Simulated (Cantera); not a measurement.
Input: 1 mol Si2Cl6, 13 mol NH3, 89 mol N2, held at 100000 Pa.

These are equilibrium values from Cantera (NASA tables, ideal gas, pure condensed phases), not measurements of a reactor. Candidate condensed phases: NH4Cl, Si, Si3N4; 28 gas species. The feed counts by its element totals alone. The numbers say what is thermodynamically allowed, not how fast it happens.

Over these rows the condensed part is Si3N4(s). Partial pressures as log10 of bar:

```csv
T (K),1000/T (1/K),log p SiCl2,log p N2,log p H2,log p HCl
1473,0.6789,-4.21,-0.09,-0.85,-1.29
1573,0.6357,-3.64,-0.09,-0.85,-1.30
1673,0.5977,-3.15,-0.09,-0.85,-1.30
1773,0.5640,-2.74,-0.09,-0.84,-1.33
1873,0.5339,-2.42,-0.09,-0.84,-1.37
1973,0.5068,?,-0.09,-0.83,-1.42
```

Q: Fit log p(SiCl2) = a + b·(1000/T) to the five rows, give the apparent enthalpy, and predict the row at 1973 K.

A: Means: 1000/T = 0.6020, log p = -3.232. Sxy = -0.163304, Sxx = 0.0131494, so b = -12.42 and a = -3.232 − (-12.42)×0.6020 = 4.25.
Apparent enthalpy: −19.145 × (-12.42) = 238 kJ/mol. With the condensed phases at unit activity, 1/3 Si3N4(s) + 2 HCl(g) = SiCl2(g) + 2/3 N2(g) + H2(g) links this pressure to the main gases: over the six rows their terms move log p by -0.28 in all, so the slope isn't that reaction's ΔH° alone. The five rows lie within 0.04 of the line.
Prediction at 1973 K: 4.25 + (-12.42)×0.5068 = -2.04. The computed value is -2.19, 0.15 from the line.
